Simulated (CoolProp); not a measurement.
cis-2-butene at 293.15 K and 0.0585 MPa is throttled through a valve to 0.0307 MPa with no heat exchange. Each further row changes one setting.

The numbers come from the reference Helmholtz-energy equation of state, Lemmon 2005 in CoolProp. It is a short technical equation, of lower accuracy than the large ones.

```
case                         temperature change (K)  final density (kg/m³)
---------------------------  ----------------------  ---------------------
as stated                                      -1.0                  0.716
outlet pressure 0.00921 MPa                    -1.7                  0.214
outlet pressure 0.0399 MPa                     -0.7                  0.932
```
